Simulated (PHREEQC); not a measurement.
Consider water at 25 °C with 0.087 mol CuCl2, 0.24 mol HNO3 and 0.11 mol FeCl3 per kg of water. Closed to the air; pH follows from the charge balance.

Computed with PHREEQC (ion-association model, wateq4f.dat).

```tsv
quantity	before	after
pH	0.74	1.41
ionic strength (mol/kgw)	0.834	0.196
Cl- (mol/kgw)	0.383	0.0884
Cu+2 (mol/kgw)	0.0704	0.0161
FeCl+2 (mol/kgw)	0.0688	0.00905
Fe+3 (mol/kgw)	0.0238	0.0108
SI of Goethite (FeOOH)	+0.46	+2.37
SI of Hematite (Fe2O3)	+2.94	+6.75
```

Q: What was changed between the two runs?
(A) temperature from 25 to 90 °C
(B) CuCl2 from 0.087 to 0.435 mol/kgw
(C) temperature from 25 to 60 °C
(D) diluted 2-fold with water
(E) diluted 5-fold with water

A: E, diluted 5-fold with water

No solid was allowed to form. The ionic strength passes 0.7 mol/kgw, the rough limit of the ion-association models, in before. Some of these states are supersaturated (in Hematite (slow to form), Goethite (slow to form), for instance).
